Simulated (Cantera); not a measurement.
A closed system holds: 1 mol NaI, 14 mol H2, at 1998 K and 9.50e-6 bar.

Cantera equilibrium calculation (NASA polynomials, part measured and part estimated; ideal gas, pure solids and liquids). Candidate condensed phases: I2, Na, NaI; 9 gas species. Rates play no part.

Base state: H2 0.522, H 0.376, Na 0.0507, I 0.0506, HI 6.82e-5, NaI 4.27e-5 (mole fractions); condensed: gas only.

What changes in the equilibrium state with this change: NaI replaced by PbCl2?


```csv
species,before,after
H2,0.522,0.487
H,0.376,0.363
HCl,0,0.0643
Na,0.0507,0
I,0.0506,0
Pb,0,0.0500
Cl,0,0.0357
HI,6.82e-5,0
NaI,4.27e-5,0
PbCl,0,3.58e-5
```
Further candidate phases: Pb, PbCl2.
